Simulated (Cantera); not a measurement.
Cantera run:

```python
import numpy as np
import cantera as ct

gas_names = """
    AL ALH ALN ALO ALOH ALO2 ALO2H AL2 AL2O AL2O2 H HALO HNO HNO2 HNO3 HO2 H2 H2O H2O2 N NH NH2 NH3
    NH2OH NO NO2 NO3 N2 N2H2 N2H4 N2O O OH O2 O3
""".split()
cond_names = """
    AL(cr) AL(L) ALN(s) AL2O3(a) AL2O3(L) H2O(s) H2O(L)
""".split()


# ... load() reads the species with a 1 bar reference pressure and builds the phases ...
atoms = {
    'Al': {'AL': 1},
    'O2': {'O': 2},
    'N2': {'N': 2},
    'NH3': {'N': 1, 'H': 3},
}
top_T = {'ALN(s)': 2750}  # K; cautious upper limits of use, not melting points


# ... equilibrate(T, P, feed) seeds the gas with the atoms and calls Mixture.equilibrate('TP', solver="vcs", rtol=1e-11, max_steps=5000) ...
results = []
feed = {'Al': 1, 'O2': 16, 'N2': 390, 'NH3': 24}  # mol
T = 823  # K
P = 14000  # Pa
mix = equilibrate(T, P, feed)
results.append((T, P, feed, dict(zip(mix.species_names, mix.species_moles))))
x = sorted(zip(gas.X, gas.species_names), reverse=True)
print(f"T = {T:g} K  P = {P:g} Pa  gas = {mix.phase_moles(0):.4g} mol")
print("   x: " + "  ".join(f"{s} {v:.3e}" for v, s in x if v > 0.001))
print("   condensed (mol): " + ("  ".join(f"{mix.phase(i).name} {mix.phase_moles(i):.4g}"
      for i in range(1, mix.n_phases) if mix.phase_moles(i) > 1e-12) or "none"))
```

It prints:

```
T = 823 K  P = 14000 Pa  gas = 438 mol
   x: N2 9.178e-01  H2O 6.963e-02  H2 1.256e-02
   condensed (mol): AL2O3(a) 0.5
```

Cantera equilibrium calculation (NASA polynomials, part measured and part estimated; ideal gas, pure solids and liquids).
